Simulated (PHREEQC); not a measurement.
Consider water at 25 °C with 9.8 mmol/kgw CdI2, 0.041 mmol/kgw MgCl2 and 0.038 mmol/kgw ZnI2. Closed to the air; pH follows from the charge balance.

The numbers come from PHREEQC with the ion-association model, wateq4f.dat.

No solid was allowed to form.

**Question.** Estimate the pH, ionic strength.

**Answer.** pH 6.29; ionic strength 0.0171 mol/kgw.

**Question.** In which forms is I present?

**Answer.** I- 65 %, CdI+ 23 %, CdI2 12 % of the I.

Complexes and solids missing from the database can't appear.
